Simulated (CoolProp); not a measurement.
CH3F (R41) along the isotherm 151.85 °C: density (kg/m³) from the reference equation and from simpler models built on Tc = 44.1 °C, pc = 5.906 MPa, ω = 0.200; each cubic takes its own stable root.

Model: reference Helmholtz-energy equation of state, Lemmon 2006, in CoolProp. It is a short technical equation, of lower accuracy than the large ones.

```json
[
 {"p (MPa)": "0.923", "phase": "gas", "reference": "9.099"},
 {"p (MPa)": "1.85", "phase": "gas", "reference": "18.68"},
 {"p (MPa)": "2.77", "phase": "gas", "reference": "28.64"},
 {"p (MPa)": "3.69", "phase": "gas", "reference": "39.10"},
 {"p (MPa)": "4.61", "phase": "gas", "reference": "50.07"},
 {"p (MPa)": "5.54", "phase": "gas", "reference": "61.71"},
 {"p (MPa)": "6.46", "phase": "supercritical", "reference": "73.79"},
 {"p (MPa)": "7.38", "phase": "supercritical", "reference": "86.45"},
 {"p (MPa)": "8.31", "phase": "supercritical", "reference": "99.86"},
 {"p (MPa)": "9.23", "phase": "supercritical", "reference": "113.7"},
 {"p (MPa)": "10.2", "phase": "supercritical", "reference": "129.0"},
 {"p (MPa)": "11.1", "phase": "supercritical", "reference": "143.7"},
 {"p (MPa)": "12", "phase": "supercritical", "reference": "158.9"},
 {"p (MPa)": "12.9", "phase": "supercritical", "reference": "174.5"},
 {"p (MPa)": "13.8", "phase": "supercritical", "reference": "190.4"},
 {"p (MPa)": "14.8", "phase": "supercritical", "reference": "208.4"}
]
```

**Question.** How far does each simpler model (ideal gas, Soave-Redlich-Kwong, Peng-Robinson) lie from the reference over these 16 states: mean and median of the absolute difference, and the worst?

**Answer.** 
- ideal gas: mean 18.1 %, median 18.8 %, worst -31.6 % at 151.85 °C and 14.8 MPa
- Soave-Redlich-Kwong: mean 5.4 %, median 4.9 %, worst -11.8 % at 151.85 °C and 14.8 MPa
- Peng-Robinson: mean 2.3 %, median 1.6 %, worst -7.0 % at 151.85 °C and 14.8 MPa
